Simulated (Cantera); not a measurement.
Input (Python, Cantera) and output of one run.

```python
import numpy as np
import cantera as ct

gas_names = """
    AL ALH ALO ALOH ALO2 ALO2H AL2 AL2O AL2O2 H HALO HO2 H2 H2O H2O2 O OH O2 O3
""".split()
cond_names = """
    AL(cr) AL(L) AL2O3(a) AL2O3(L) H2O(s) H2O(L)
""".split()


# ... load() reads the species with a 1 bar reference pressure and builds the phases ...
atoms = {
    'Al': {'AL': 1},
    'H2O': {'H': 2, 'O': 1},
    'H2': {'H': 2},
}
top_T = {}  # K; cautious upper limits of use, not melting points


# ... equilibrate(T, P, feed) seeds the gas with the atoms and calls Mixture.equilibrate('TP', solver="vcs", rtol=1e-11, max_steps=5000) ...
results = []
feed = {'Al': 1, 'H2O': 0.036, 'H2': 3.6}  # mol
P = 100000  # Pa
for T in [750, 800, 850, 900, 950, 1000, 1050, 1100, 1150, 1200, 1250]:
    mix = equilibrate(T, P, feed)
    results.append((T, P, feed, dict(zip(mix.species_names, mix.species_moles))))
    x = sorted(zip(gas.X, gas.species_names), reverse=True)
    print(f"T = {T:g} K  P = {P:g} Pa  gas = {mix.phase_moles(0):.4g} mol")
    print("   x: " + "  ".join(f"{s} {v:.3e}" for v, s in x if v > 0.001))
    print("   condensed (mol): " + ("  ".join(f"{mix.phase(i).name} {mix.phase_moles(i):.4g}"
          for i in range(1, mix.n_phases) if mix.phase_moles(i) > 1e-12) or "none"))
```

It prints:

```
T = 750 K  P = 100000 Pa  gas = 3.636 mol
   x: H2 1.000e+00
   condensed (mol): AL(cr) 0.976  AL2O3(a) 0.012
T = 800 K  P = 100000 Pa  gas = 3.636 mol
   x: H2 1.000e+00
   condensed (mol): AL(cr) 0.976  AL2O3(a) 0.012
T = 850 K  P = 100000 Pa  gas = 3.636 mol
   x: H2 1.000e+00
   condensed (mol): AL(cr) 0.976  AL2O3(a) 0.012
T = 900 K  P = 100000 Pa  gas = 3.636 mol
   x: H2 1.000e+00
   condensed (mol): AL(cr) 0.976  AL2O3(a) 0.012
T = 950 K  P = 100000 Pa  gas = 3.636 mol
   x: H2 1.000e+00
   condensed (mol): AL(L) 0.976  AL2O3(a) 0.012
T = 1000 K  P = 100000 Pa  gas = 3.636 mol
   x: H2 1.000e+00
   condensed (mol): AL(L) 0.976  AL2O3(a) 0.012
T = 1050 K  P = 100000 Pa  gas = 3.636 mol
   x: H2 1.000e+00
   condensed (mol): AL(L) 0.976  AL2O3(a) 0.012
T = 1100 K  P = 100000 Pa  gas = 3.636 mol
   x: H2 1.000e+00
   condensed (mol): AL(L) 0.976  AL2O3(a) 0.012
T = 1150 K  P = 100000 Pa  gas = 3.636 mol
   x: H2 1.000e+00
   condensed (mol): AL(L) 0.976  AL2O3(a) 0.012
T = 1200 K  P = 100000 Pa  gas = 3.636 mol
   x: H2 1.000e+00
   condensed (mol): AL(L) 0.976  AL2O3(a) 0.012
T = 1250 K  P = 100000 Pa  gas = 3.636 mol
   x: H2 1.000e+00
   condensed (mol): AL(L) 0.976  AL2O3(a) 0.012
```

These are equilibrium values from Cantera (NASA tables, ideal gas, pure condensed phases), not measurements of a reactor. Mutual solubility and eutectic melting of coexisting phases are not modelled.
